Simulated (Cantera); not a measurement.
A closed system holds: 1 mol CuO, 200 mol H₂, at 0.133 bar.

Equilibrium computed with Cantera from the NASA thermochemical tables; the gas is ideal and each condensed phase is pure. Candidate condensed phases: Cu, CuO, Cu(OH)₂, Cu₂O, H₂O; 12 gas species. The numbers say what is thermodynamically allowed, not how fast it happens.

Task: Which condensed phases are stable at each of these points (T (K)): 1350, 1450, 1550, 1650, 1750, 1850, 1950, 2050, 2150?

Result: 
```csv
T (K),condensed phases,Cu condensed (%)
1350,Cu(s),99.9
1450,Cu(l),99.5
1550,Cu(l),97.2
1650,Cu(l),87.8
1750,Cu(l),55.0
1850,gas only,0.0
1950,gas only,0.0
2050,gas only,0.0
2150,gas only,0.0
```

At 1350 K the condensed part is Cu(s). From 1450 K to 1750 K the condensed part is Cu(l). From 1850 K to 2150 K nothing is condensed.
